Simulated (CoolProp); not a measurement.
Model: reference Helmholtz-energy equation of state, Schroeder 2014, in CoolProp.

**Question.** For ethanol, give the phase and the conductivity (mW/(m K)) at 164.85 °C and 1.53 bar; 106.45 °C and 0.165 bar.

**Answer.** 
- 164.85 °C and 1.53 bar: gas; conductivity 30.6
- 106.45 °C and 0.165 bar: gas; conductivity 23.5

Thermal conductivity comes from a separate model (Assael 2013).
